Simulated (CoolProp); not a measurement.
Properties of dodecamethylcyclohexasiloxane (D6) along the isotherm 346.85 °C.

Computed with CoolProp (reference Helmholtz-energy equation of state, Colonna 2008). It is a short technical equation, of lower accuracy than the large ones.

```json
[
 {"p (MPa)": "0.0076", "phase": "gas", "density (kg/m³)": "0.6585", "cp (kJ/(kg K))": "1.957", "isothermal compressibility (1/MPa)": "132.1"},
 {"p (MPa)": "0.0128", "phase": "gas", "density (kg/m³)": "1.112", "cp (kJ/(kg K))": "1.958", "isothermal compressibility (1/MPa)": "78.63"},
 {"p (MPa)": "0.0216", "phase": "gas", "density (kg/m³)": "1.885", "cp (kJ/(kg K))": "1.958", "isothermal compressibility (1/MPa)": "46.81"},
 {"p (MPa)": "0.0365", "phase": "gas", "density (kg/m³)": "3.209", "cp (kJ/(kg K))": "1.959", "isothermal compressibility (1/MPa)": "27.91"},
 {"p (MPa)": "0.0617", "phase": "gas", "density (kg/m³)": "5.497", "cp (kJ/(kg K))": "1.961", "isothermal compressibility (1/MPa)": "16.74"},
 {"p (MPa)": "0.104", "phase": "gas", "density (kg/m³)": "9.480", "cp (kJ/(kg K))": "1.964", "isothermal compressibility (1/MPa)": "10.17"},
 {"p (MPa)": "0.176", "phase": "gas", "density (kg/m³)": "16.72", "cp (kJ/(kg K))": "1.970", "isothermal compressibility (1/MPa)": "6.277"},
 {"p (MPa)": "0.296", "phase": "gas", "density (kg/m³)": "30.37", "cp (kJ/(kg K))": "1.984", "isothermal compressibility (1/MPa)": "4.070"},
 {"p (MPa)": "0.5", "phase": "gas", "density (kg/m³)": "60.71", "cp (kJ/(kg K))": "2.040", "isothermal compressibility (1/MPa)": "3.015"},
 {"p (MPa)": "0.844", "phase": "liquid", "density (kg/m³)": "510.6", "cp (kJ/(kg K))": "2.392", "isothermal compressibility (1/MPa)": "0.1373"},
 {"p (MPa)": "1.42", "phase": "liquid", "density (kg/m³)": "541.3", "cp (kJ/(kg K))": "2.287", "isothermal compressibility (1/MPa)": "0.07807"},
 {"p (MPa)": "2.4", "phase": "liquid", "density (kg/m³)": "573.9", "cp (kJ/(kg K))": "2.222", "isothermal compressibility (1/MPa)": "0.04683"}
]
```
